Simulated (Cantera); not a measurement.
What does this Cantera script print?

```python
import numpy as np
import cantera as ct

gas_names = [...]  # 123 gases of nasa_gas.yaml made of C, H, O, Si
cond_names = """
    C(gr) C6H6(L) C7H8(L) C8H18(L),n-octa H2O(s) H2O(L) Si(cr) Si(L) SiC(b) SiO2(Lqz) SiO2(hqz) SiO2(L)
""".split()


# ... load() reads the species with a 1 bar reference pressure and builds the phases ...
atoms = {
    'HMDSO': {'Si': 2, 'C': 6, 'H': 18, 'O': 1},
    'O2': {'O': 2},
    'CO2': {'C': 1, 'O': 2},
}
top_T = {'C(gr)': 4500, 'SiC(b)': 3050}  # K; cautious upper limits of use, not melting points


# ... equilibrate(T, P, feed) seeds the gas with the atoms and calls Mixture.equilibrate('TP', solver="vcs", rtol=1e-11, max_steps=5000) ...
results = []
feed = {'HMDSO': 1, 'O2': 5.5, 'CO2': 2.9}  # mol
P = 13332.2  # Pa
for T in [948, 1048, 1148, 1248, 1348, 1448, 1548, 1648, 1748]:
    mix = equilibrate(T, P, feed)
    results.append((T, P, feed, dict(zip(mix.species_names, mix.species_moles))))

top = {s: max(r[3][s] / sum(r[3][g] for g in gas_names) for r in results) for s in gas_names}
cols = sorted((s for s in top if top[s] > 0.0001), key=lambda s: -top[s])[:6]
seen = [c for c in cond_names if any(r[3].get(c, 0) > 1e-12 for r in results)]
print("log10 of partial pressures in bar; condensed amounts in mol")
print(f"{'T/K':>10s}" + "".join(f"{s[:9]:>10s}" for s in cols + seen))
for T, P, feed, n in results:
    ng = sum(n[g] for g in gas_names)
    print(f"{T:10.4g}" + "".join(f"{np.log10(max(n[s] / ng * P / 1e5, 1e-99)):10.3f}" for s in cols)
          + "".join(f"{n.get(c, 0):10.4g}" for c in seen))
```

It prints:

```
log10 of partial pressures in bar; condensed amounts in mol
       T/K        CO        H2       H2O       CO2       CH4         H SiO2(hqz)   SiO2(L)
       948    -1.355    -1.280    -1.838    -1.656    -4.136    -9.921         2         0
      1048    -1.328    -1.303    -1.764    -1.715    -5.434    -8.763         2         0
      1148    -1.308    -1.323    -1.711    -1.768    -6.506    -7.806         2         0
      1248    -1.292    -1.339    -1.672    -1.817    -7.404    -7.000         2         0
      1348    -1.280    -1.354    -1.643    -1.861    -8.165    -6.312         2         0
      1448    -1.270    -1.365    -1.621    -1.901    -8.818    -5.718         2         0
      1548    -1.262    -1.375    -1.604    -1.936    -9.383    -5.199         2         0
      1648    -1.256    -1.384    -1.590    -1.967    -9.877    -4.742         2         0
      1748    -1.250    -1.391    -1.579    -1.996   -10.312    -4.337         0         2
```

Equilibrium computed with Cantera from the NASA thermochemical tables; the gas is ideal and each condensed phase is pure. The feed counts by its element totals alone. The tables hold silica as quartz up to 1696 K and as liquid above; real silica turns to tridymite and cristobalite and melts near 1996 K. Gases not in the tables: Si(OH)4.
